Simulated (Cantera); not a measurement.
**CuO + CH₄ + H₂ + CO (carbothermic reduction)**

Input: 1 mol CuO, 1.8 mol CH₄, 0.27 mol H₂, 18 mol CO, equilibrated at 101000 Pa.

These are equilibrium values from Cantera (NASA tables, ideal gas, pure condensed phases), not measurements of a reactor. Candidate condensed phases: C, C₆H₆, C₇H₈, C₈H₁₈, Cu, CuO, Cu(OH)₂, Cu₂O, H₂O; 113 gas species. Equilibrium is a limit: real reactors are often held back by kinetics, nucleation or transport.

At 1348 K the condensed part is C(graphite) + Cu(s). From 1448 K to 2248 K the condensed part is C(graphite) + Cu(l). From 2348 K to 2448 K the condensed part is C(graphite). The main Cu-bearing gas is Cu throughout.

```
T (K)  log p CO  log p H₂  log p Cu  log p H  log p CO₂  n C(graphite)  n Cu(s)  n Cu(l)
-----  --------  --------  --------  -------  ---------  -------------  -------  -------
1348      -0.08     -0.77     -6.33    -6.02      -2.68          0.862    1.000        0
1448      -0.08     -0.77     -5.48    -5.42      -3.12          0.823        0    1.000
1548      -0.07     -0.77     -4.75    -4.89      -3.51          0.810        0    1.000
1648      -0.07     -0.77     -4.10    -4.43      -3.84          0.804        0    0.998
1748      -0.07     -0.77     -3.54    -4.02      -4.14          0.801        0    0.993
1848      -0.08     -0.77     -3.03    -3.66      -4.40          0.799        0    0.979
1948      -0.08     -0.77     -2.58    -3.33      -4.63          0.796        0    0.940
2048      -0.08     -0.77     -2.18    -3.04      -4.85          0.792        0    0.847
2148      -0.08     -0.78     -1.81    -2.77      -5.04          0.785        0    0.641
2248      -0.09     -0.79     -1.48    -2.53      -5.23          0.775        0    0.211
2348      -0.09     -0.79     -1.38    -2.31      -5.39          0.758        0        0
2448      -0.10     -0.80     -1.38    -2.10      -5.53          0.734        0        0
```
log p: log10 of the partial pressure in bar; n: condensed amount in mol.
